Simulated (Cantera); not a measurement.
**Transport properties of process gases**

Gas mixture: N₂O : H₂O = 0.47 : 0.27 (molar parts), at 5.20 bar, frozen composition.

Cantera's kinetic-theory transport with the Lennard-Jones parameters of GRI-Mech 3.0, ideal gas; thermal conductivity in the mixture-averaged form. Polar gases are described roughly by these parameters. The composition is frozen, though it would react at the higher temperatures.

```tsv
T (K)	ρ (kg/m³)	cp (J/kg/K)	μ (µPa s)	λ (mW/m/K)	Pr	D (cm²/s) O	D (cm²/s) H	D (cm²/s) CH₄
400	5.40	1148	18.1	29.2	0.713	0.0938	0.359	0.0628
550	3.93	1247	24.2	42.5	0.709	0.165	0.641	0.112
700	3.08	1328	29.7	56.1	0.703	0.250	0.983	0.173
850	2.54	1395	34.8	69.6	0.698	0.349	1.38	0.242
1000	2.16	1452	39.6	83.0	0.693	0.459	1.82	0.321
1150	1.88	1498	44.1	96.1	0.687	0.581	2.32	0.408
1300	1.66	1538	48.4	109	0.683	0.714	2.85	0.502
1450	1.49	1574	52.4	122	0.679	0.857	3.43	0.604
1600	1.35	1606	56.3	134	0.676	1.01	4.05	0.713
```
D: mixture-averaged diffusion coefficient of that species in the mixture.
